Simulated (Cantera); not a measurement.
Input: 1 mol SiHCl3, 1.1 mol CH4, 1.2 mol H2, at 1723.15 K and 0.00133 bar.

Method: chemical equilibrium by Gibbs-energy minimisation in Cantera with the NASA 1993 tables (ideal gas, pure condensed phases). Candidate condensed phases: C, C6H6, C7H8, C8H18, Si, SiC; 109 gas species. The tables' values for SiCl3, SiCl are old estimates; treat these amounts as uncertain. Kinetics and transport are ignored.

Base state: HCl 0.491, H2 0.473, SiCl2 0.0294, H 0.00344, Cl 0.00276, SiCl3 0.000550, SiCl 4.48e-5, C2H2 (acetylene) 4.29e-5 (mole fractions); condensed: C(graphite) + SiC(s).

**Question.** What changes in the equilibrium state with this change: pressure from 0.00133 bar to 0.0800 bar?

**Answer.** 
```json
[
 {"species": "HCl", "before": "0.491", "after": "0.484"},
 {"species": "H2", "before": "0.473", "after": "0.482"},
 {"species": "SiCl2", "before": "0.0294", "after": "0.0280"},
 {"species": "SiCl3", "before": "0.000550", "after": "0.00397"},
 {"species": "CH4", "before": "3.00e-7", "after": "1.87e-5"},
 {"species": "Si", "before": "1.23e-5", "after": "2.06e-7"},
 {"species": "SiHCl3", "before": "3.84e-6", "after": "0.000217"},
 {"species": "SiCl4", "before": "1.93e-5", "after": "0.00106"},
 {"species": "C(graphite), mol", "before": "0.262", "after": "0.279"},
 {"species": "SiC(s), mol", "before": "0.838", "after": "0.821"}
]
```
The tables' values for SiCl3 are old estimates; treat these amounts as uncertain.

**Question.** What changes in the equilibrium state with this change: CH4 from 1.1 to 0.28 mol?

**Answer.** 
| species | before | after |
|---|---|---|
| HCl | 0.491 | 0.409 |
| H2 | 0.473 | 0.394 |
| SiCl2 | 0.0294 | 0.187 |
| C2H2 (acetylene) | 4.29e-5 | 6.08e-7 |
| Si | 1.23e-5 | 9.45e-5 |
| SiCl | 4.48e-5 | 0.000313 |
| SiCl3 | 0.000550 | 0.00320 |
| SiHCl3 | 3.84e-6 | 2.04e-5 |
| C(graphite), mol | 0.262 | 0 |
| SiC(s), mol | 0.838 | 0.280 |

**Question.** What changes in the equilibrium state with this change: temperature from 1723.15 K to 1125 K?

**Answer.** 
```
species            before     after
----------------  -------  --------
H2                  0.473     0.511
HCl                 0.491     0.460
SiCl4             1.93e-5    0.0257
SiCl2              0.0294  0.000908
SiCl              4.48e-5     <1e-9
Si                1.23e-5     <1e-9
Cl                0.00276   6.95e-7
C(graphite), mol    0.262     0.250
SiC(s), mol         0.838     0.850
```
The tables' values for SiCl3 are old estimates; treat these amounts as uncertain.
